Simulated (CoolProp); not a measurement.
Vapour-liquid equilibrium of cyclopentane (1) + octamethylcyclotetrasiloxane (D4) (2) at 94.35 °C; x and y are mole fractions of (1).

Values from CoolProp's multi-fluid Helmholtz-energy mixture model, Gedanitz 2015 and Thol 2015; pair parameters Bell 2016.

| x | bubble pressure (MPa) | y at the bubble point | dew pressure at overall composition x (MPa) | liquid density (mol/L) |
|---|---|---|---|---|
| 0.05 | 0.01847 | 0.641 | 0.007248 | 3.053 |
| 0.125 | 0.03691 | 0.832 | 0.007855 | 3.250 |
| 0.2 | 0.05675 | 0.899 | 0.008573 | 3.468 |
| 0.275 | 0.07811 | 0.933 | 0.009434 | 3.713 |
| 0.35 | 0.1011 | 0.953 | 0.01049 | 3.988 |
| 0.425 | 0.1257 | 0.966 | 0.01180 | 4.300 |
| 0.5 | 0.1521 | 0.976 | 0.01349 | 4.657 |
| 0.575 | 0.1802 | 0.983 | 0.01575 | 5.068 |
| 0.65 | 0.2102 | 0.988 | 0.01892 | 5.547 |
| 0.725 | 0.2418 | 0.992 | 0.02367 | 6.113 |
| 0.8 | 0.2750 | 0.995 | 0.03162 | 6.791 |
| 0.875 | 0.3091 | 0.997 | 0.04761 | 7.620 |
| 0.95 | 0.3427 | 0.999 | 0.09687 | 8.653 |

No azeotrope shows between x = 0.05 and 0.95.

Pair parameters are fitted to limited data, so mixtures are less certain than the pure fluids.
